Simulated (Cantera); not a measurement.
A freely propagating, adiabatic, planar premixed flame of 5.29 % C₃H₈, 17.5 % O₂, 77.2 % N₂, unburnt at 375 K and 315 Torr; mixture-averaged transport, grid criteria slope 0.08 and curve 0.16, no radiation.

Cantera simulation using GRI-Mech 3.0 (53 species, 325 reactions); the numbers are that mechanism's predictions, not measurements. GRI-Mech 3.0 was tuned for natural gas; its chemistry of propane as a main component is partial and can be far from experiment. Burning velocities carry a grid error of a few per cent, more on coarse grids.

x: mole fraction of selected species; z is measured from the peak of heat release.

| z (mm) | T (K) | u (m/s) | x C₃H₈ | x O₂ | x HCO | x N₂O | x H₂O₂ | x NO |
|---|---|---|---|---|---|---|---|---|
| -4.50 | 375 | 0.257 | 0.0527 | 0.174 | <1e-8 | <1e-8 | 1.21e-8 | <1e-8 |
| -3.00 | 380 | 0.262 | 0.0524 | 0.172 | <1e-8 | <1e-8 | (withheld) | <1e-8 |
| -2.25 | 397 | 0.276 | 0.0520 | 0.170 | <1e-8 | <1e-8 | (withheld) | (withheld) |
| -1.50 | 498 | 0.352 | 0.0503 | 0.159 | <1e-8 | <1e-8 | 3.09e-6 | 2.07e-7 |
| -0.750 | 902 | 0.664 | 0.0358 | 0.115 | 4.96e-8 | <1e-8 | 8.63e-6 | 1.86e-6 |
| -0.375 | 1249 | 0.953 | 0.0137 | 0.0738 | 4.23e-6 | <1e-8 | 8.87e-6 | 3.85e-6 |
| 0 | 1578 | 1.24 | 0.000365 | 0.0312 | 2.24e-5 | <1e-8 | 1.03e-6 | 6.89e-6 |
| 0.375 | 1742 | 1.37 | 2.55e-7 | 0.00967 | 8.55e-6 | <1e-8 | 9.81e-8 | 1.17e-5 |
| 0.750 | 1800 | 1.42 | <1e-8 | 0.00278 | 2.72e-6 | <1e-8 | 2.26e-8 | 1.65e-5 |
| 1.50 | 1832 | 1.44 | <1e-8 | 0.000273 | 5.15e-7 | <1e-8 | <1e-8 | 2.37e-5 |
| 3.00 | 1846 | 1.45 | <1e-8 | 1.52e-5 | 1.27e-7 | <1e-8 | <1e-8 | 3.27e-5 |
| 6.00 | 1852 | 1.45 | <1e-8 | 5.55e-6 | 5.16e-8 | <1e-8 | <1e-8 | 4.31e-5 |
| 12.0 | 1857 | 1.46 | <1e-8 | 3.21e-6 | 3.14e-8 | <1e-8 | <1e-8 | 5.39e-5 |

Question: What belongs in the gaps?

Answer: 
- -3.00, x H₂O₂: 1.30e-7
- -2.25, x H₂O₂: 6.11e-7
- -2.25, x NO: 2.40e-8
